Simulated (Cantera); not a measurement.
An isothermal, constant-pressure homogeneous reactor starts with 31.2 % H₂, 31.2 % O₂, 37.5 % N₂, at 900 K and 0.300 bar.

Cantera simulation using the H2/O2 subset of GRI-Mech 3.0, which has no nitrogen chemistry; the numbers are that mechanism's predictions, not measurements. Below about 950 K walls govern HO2 and H2O2 in real vessels. The temperature is held fixed by assumption; the heat of reaction is taken as removed at once.

Q: Predict: x(H₂) at 2.00 s; x(O₂) at 2.00 s; x(H) at 2.00 s; x(H₂O) at 2.00 s; x(HO₂) at 2.00 s; x(OH) at 2.00 s; x(O) at 2.00 s.

A: 
```
Property                                             Value
----------------  ----------------------------------------
x(H₂) at 2.00 s    0.0667 (gas-phase equilibrium 5.06e-12)
x(O₂) at 2.00 s        0.212 (gas-phase equilibrium 0.185)
x(H) at 2.00 s      2.74e-7 (gas-phase equilibrium <1e-12)
x(H₂O) at 2.00 s       0.291 (gas-phase equilibrium 0.370)
x(HO₂) at 2.00 s  4.99e-5 (gas-phase equilibrium 2.04e-10)
x(OH) at 2.00 s    1.16e-7 (gas-phase equilibrium 3.32e-8)
x(O) at 2.00 s    1.28e-7 (gas-phase equilibrium 4.26e-12)
```
